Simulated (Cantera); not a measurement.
## Moist CO burnout

An isothermal, constant-pressure homogeneous reactor starts with CO : O2 : H2O : N2 = 0.0053 : 0.033 : 0.0033 : 1 (molar parts), equivalence ratio 0.080, at 1025 K and 0.415 atm.

Computed with Cantera and GRI-Mech 3.0 (53 species, 325 reactions).

```tsv
t (s)	x CO	x O2	x H2O	x NO	x NO2	x H	x CO2
2.00e-5	0.00509	0.0317	0.00317	<1e-12	<1e-12	<1e-12	2.56e-12
6.91e-5	0.00509	0.0317	0.00317	<1e-12	<1e-12	<1e-12	8.84e-12
0.000239	0.00509	0.0317	0.00317	<1e-12	<1e-12	<1e-12	3.07e-11
0.000825	0.00509	0.0317	0.00317	<1e-12	<1e-12	1.11e-12	1.11e-10
0.00285	0.00509	0.0317	0.00317	<1e-12	<1e-12	8.93e-12	5.10e-10
0.00985	0.00509	0.0317	0.00317	<1e-12	<1e-12	8.64e-11	5.29e-9
0.0340	0.00509	0.0317	0.00317	<1e-12	<1e-12	1.64e-8	1.07e-6
0.118	0.00268	0.0305	0.00315	3.30e-9	3.86e-11	3.27e-6	0.00242
0.406	0.000487	0.0294	0.00317	6.85e-9	2.65e-10	2.83e-7	0.00461
1.40	4.53e-5	0.0292	0.00318	7.99e-9	8.51e-10	1.02e-8	0.00506
4.85	2.44e-6	0.0292	0.00318	8.43e-9	8.83e-10	1.89e-10	0.00510
16.8	1.11e-7	0.0292	0.00318	9.07e-9	3.45e-10	3.29e-12	0.00510
57.9	2.79e-9	0.0292	0.00318	9.34e-9	1.06e-10	<1e-12	0.00510
200	1.92e-11	0.0292	0.00318	9.39e-9	8.32e-11	<1e-12	0.00510
```
x: mole fraction; the columns are a selection and need not sum to one.

Equilibrium at this temperature and pressure: CO 6.47e-12, O2 0.0292, H2O 0.00318, NO 1.70e-5, NO2 1.85e-7, H <1e-12, CO2 0.00510 (gas phase only).
